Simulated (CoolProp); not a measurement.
Vapour-liquid equilibrium of R22 (1) + R123 (2) at 101 kPa; x and y are mole fractions of (1).

The numbers come from the multi-fluid Helmholtz-energy mixture model, Kamei 1995 and Younglove 1994; pair parameters Bell 2016 in CoolProp.

Question: Give the bubble temperature and the first vapour's composition at x = 0.05, 0.5, 0.65. Is there an azeotrope?

Answer: x = 0.05: 290.2 K, y = 0.356; x = 0.5: 246.5 K, y = 0.957; x = 0.65: 240.9 K, y = 0.978. No azeotrope shows between x = 0.05 and 0.95.

Pair parameters are fitted to limited data, so mixtures are less certain than the pure fluids. The gap from Raoult's law changes sign with composition, which may be real or a fault of the pair parameters; it wasn't checked against measurements.
